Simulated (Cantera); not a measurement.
A closed system holds: 1 mol Si₃N₄, 0.088 mol CO₂, 130 mol H₂, 0.12 mol H₂O, held at 0.375 Torr.

Equilibrium computed with Cantera from the NASA thermochemical tables; the gas is ideal and each condensed phase is pure. Candidate condensed phases: C, C₆H₆, C₇H₈, C₈H₁₈, H₂O, Si, SiC, SiO₂, Si₂N₂O, Si₃N₄; 151 gas species. Mutual solubility and eutectic melting of coexisting phases are not modelled. Gases not in the tables: Si₂H₆ and higher silanes. Equilibrium is a limit: real reactors are often held back by kinetics, nucleation or transport.

Question: Which condensed phases are stable at each of these points (T (K)): 998, 1198, 1398, 1598, 1798, 1998, 2198?

Answer: 
```tsv
T (K)	condensed phases	Si condensed (%)
998	SiC(s) + Si₂N₂O(s) + Si₃N₄(s)	100.0
1198	SiC(s) + Si₂N₂O(s) + Si₃N₄(s)	100.0
1398	Si(s) + SiC(s) + Si₂N₂O(s) + Si₃N₄(s)	99.5
1598	Si(s) + SiC(s)	89.6
1798	Si(l) + SiC(s)	61.4
1998	gas only	0.0
2198	gas only	0.0
```

From 998 K to 1198 K the condensed part is SiC(s) + Si₂N₂O(s) + Si₃N₄(s). At 1398 K the condensed part is Si(s) + SiC(s) + Si₂N₂O(s) + Si₃N₄(s). At 1598 K the condensed part is Si(s) + SiC(s). At 1798 K the condensed part is Si(l) + SiC(s). From 1998 K to 2198 K nothing is condensed.
